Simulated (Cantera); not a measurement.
Charge: 1 mol PbO, 0.1 mol CO, 97 mol H2, held at 1450 K and 1.30 bar.

Method: chemical equilibrium by Gibbs-energy minimisation in Cantera with the NASA 1993 tables (ideal gas, pure condensed phases). Candidate condensed phases: C, C6H6, C7H8, C8H18, H2O, Pb, PbO, PbO2, Pb3O4; 113 gas species. The numbers say what is thermodynamically allowed, not how fast it happens.

Base state: H2 0.979, H2O 0.0102, Pb 0.0102, CO 0.00101 (mole fractions); condensed: gas only.

**Question.** What changes in the equilibrium state with this change: pressure from 1.30 bar to 3.20 bar?

**Answer.** 
```
species      before    after
----------  -------  -------
H2            0.979    0.984
H2O          0.0102   0.0103
Pb           0.0102  0.00466
CO          0.00101  0.00101
Pb(l), mol        0    0.546
```

**Question.** What changes in the equilibrium state with this change: temperature from 1450 K to 1200 K?

**Answer.** 
```tsv
species	before	after
H2	0.979	0.988
H2O	0.0102	0.0103
CO	0.00101	0.000960
Pb	0.0102	0.000495
CH4	1.30e-6	6.20e-5
Pb(l), mol	0	0.952
```

**Question.** What changes in the equilibrium state with this change: H2 from 97 to 5 mol?

**Answer.** 
```json
[
 {"species": "H2", "before": "0.979", "after": "0.777"},
 {"species": "H2O", "before": "0.0102", "after": "0.192"},
 {"species": "CO", "before": "0.00101", "after": "0.0176"},
 {"species": "Pb", "before": "0.0102", "after": "0.0115"},
 {"species": "CO2", "before": "4.44e-6", "after": "0.00182"},
 {"species": "Pb(l), mol", "before": "0", "after": "0.941"}
]
```
